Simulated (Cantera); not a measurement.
**Oxide etching and cleaning by halides: CuO + F2**

Feed: 1 mol CuO, 1.8 mol F2, equilibrated at 13300 Pa.

Equilibrium computed with Cantera from the NASA thermochemical tables; the gas is ideal and each condensed phase is pure. Candidate condensed phases: Cu, CuF2, CuO, Cu2O; 13 gas species. The numbers say what is thermodynamically allowed, not how fast it happens.

From 900 °C to 1200 °C the condensed part is CuF2(l). From 1275 °C to 1500 °C nothing is condensed. The main Cu-bearing gas is CuF2 throughout.

| T (°C) | log p F | log p CuF2 | log p O2 | log p F2 | log p CuF | n CuF2(l) |
|---|---|---|---|---|---|---|
| 900 | -1.16 | -3.14 | -1.42 | -1.58 | -10.50 | 0.990 |
| 975 | -1.08 | -2.63 | -1.46 | -1.86 | -9.18 | 0.966 |
| 1050 | -1.05 | -2.19 | -1.50 | -2.20 | -7.97 | 0.898 |
| 1125 | -1.06 | -1.80 | -1.54 | -2.58 | -6.85 | 0.724 |
| 1200 | -1.13 | -1.46 | -1.63 | -3.03 | -5.80 | 0.266 |
| 1275 | -1.17 | -1.37 | -1.67 | -3.38 | -5.09 | 0 |
| 1350 | -1.16 | -1.37 | -1.67 | -3.64 | -4.57 | 0 |
| 1425 | -1.16 | -1.37 | -1.67 | -3.88 | -4.09 | 0 |
| 1500 | -1.16 | -1.37 | -1.67 | -4.09 | -3.66 | 0 |
log p: log10 of the partial pressure in bar; n: condensed amount in mol.
